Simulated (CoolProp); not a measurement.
The fluid at 293.15 K and 1.66 MPa is throttled through a valve to 0.688 MPa with no heat exchange. The same conditions are run with several fluids, on thermodynamics alone (safety and materials aside).

Computed with CoolProp (reference Helmholtz-energy equation of state of each fluid (hydrogen chloride: Thol 2018; fluorine: de Reuck 1990; ethylene: Smukala 2000; CH3F (R41): Lemmon 2006; nitrous oxide: Lemmon 2006)).

Rank hydrogen chloride, fluorine, ethylene, CH3F (R41), nitrous oxide by temperature change (K), highest first.

fluorine (-1.9), ethylene (-11.2), nitrous oxide (-11.9), hydrogen chloride (-16.6), CH3F (R41) (-19.5)

```tsv
fluid	final density (kg/m³)
hydrogen chloride	11.5
fluorine	10.8
ethylene	8.65
CH3F (R41)	11.2
nitrous oxide	13.6
```
